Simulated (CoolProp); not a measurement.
The numbers come from the reference Helmholtz-energy equation of state, Thol 2014 in CoolProp.

### Question
For diethyl ether, give the phase and the density (kg/m³), expansivity (1/kK), fugacity coefficient at 102.65 °C and 0.873 MPa; 227.85 °C and 0.873 MPa; 243.55 °C and 0.873 MPa.

### Answer
- 102.65 °C and 0.873 MPa: liquid; density 606, expansivity 2.64, fugacity coefficient 0.690
- 227.85 °C and 0.873 MPa: gas; density 16.6, expansivity 2.54, fugacity coefficient 0.938
- 243.55 °C and 0.873 MPa: gas; density 16.0, expansivity 2.40, fugacity coefficient 0.945
